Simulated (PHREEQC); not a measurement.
Make-up at 25 °C: 1 mol NaCl, 0.065 mol BaCl2 and 1.9 mol LiCl per kg of water. Closed to the air; pH follows from the charge balance.

The numbers come from PHREEQC with the Pitzer model, pitzer.dat.

```
Quantity                    Value
-------------------  ------------
ionic strength       3.10 mol/kgw
activity of water           0.878
density               1.085 g/cm³
osmotic coefficient         1.200
```

| species | molality | activity | log γ |
|---|---|---|---|
| Cl- | 3.03 | 1.73 | -0.244 |
| Li+ | 1.90 | 3.77 | 0.298 |
| Na+ | 1.00 | 1.22 | 0.088 |
| Ba+2 | 0.0650 | 0.0352 | -0.266 |
| OH- | 1.28e-7 | 2.87e-8 | -0.650 |
| H+ | 1.28e-7 | 3.09e-7 | 0.382 |

No solid was allowed to form. Species that the database lacks are ignored.
